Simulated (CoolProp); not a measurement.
Methane at several states: fugacity coefficient from the reference equation and from simpler models built on Tc = -82.6 °C, pc = 4.599 MPa, ω = 0.011; each cubic takes its own stable root.

Values from CoolProp's reference Helmholtz-energy equation of state, Setzmann 1991.

```
T (°C)  p (MPa)          phase  reference  Redlich-Kwong  Soave-Redlich-Kwong
------  -------  -------------  ---------  -------------  -------------------
3.55      0.093            gas     0.9979         0.9978               0.9979
191.05     6.99  supercritical     0.9931         0.9873                1.000
69.45      2.96            gas     0.9715         0.9690               0.9737
-39.95       22  supercritical          ?              ?                    ?
70.05     0.028            gas     0.9997         0.9997               0.9997
```

Task: Fill in the missing entries.

Result: 
- -39.95, reference: 0.4730
- -39.95, Redlich-Kwong: 0.4863
- -39.95, Soave-Redlich-Kwong: 0.4915
